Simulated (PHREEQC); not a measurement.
# Leach liquor: speciation

Dissolve 0.0035 mol/kgw H2SO4 and 0.0001 mol/kgw CuSO4 at 25 °C. Closed to the air; pH follows from the charge balance.

Computed with PHREEQC (ion-association model, phreeqc.dat).

```json
{
 "pH": "2.26",
 "ionic_strength": "0.00877 mol/kgw",
 "specific_conductance": "2370 µS/cm",
 "total_alkalinity": "-7.00 meq/kg"
}
```

| species | molality | activity | log γ |
|---|---|---|---|
| H+ | 0.00598 | 0.00548 | -0.037 |
| SO4-2 | 0.00256 | 0.00174 | -0.166 |
| HSO4- | 0.00103 | 0.000929 | -0.042 |
| Cu+2 | 8.03e-5 | 5.54e-5 | -0.161 |
| CuSO4 | 1.97e-5 | 1.97e-5 | 0.001 |

Precipitation was switched off in this run.
